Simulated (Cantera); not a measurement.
Input: 1 mol NaCl, 11 mol N2, held at 1250 K and 0.0255 Torr.

These are equilibrium values from Cantera (NASA tables, ideal gas, pure condensed phases), not measurements of a reactor. Candidate condensed phases: Na, NaCl; 8 gas species. Rates play no part.

Base state: N2 0.917, NaCl 0.0833, Na 3.68e-5, Cl 3.68e-5, Na2Cl2 1.30e-5 (mole fractions); condensed: gas only.

Question: What changes in the equilibrium state with this change: temperature from 1250 K to 1975 K?

Answer: 
| species | before | after |
|---|---|---|
| N2 | 0.917 | 0.880 |
| Na | 3.68e-5 | 0.0401 |
| Cl | 3.68e-5 | 0.0401 |
| NaCl | 0.0833 | 0.0399 |
| Na2Cl2 | 1.30e-5 | 3.11e-9 |
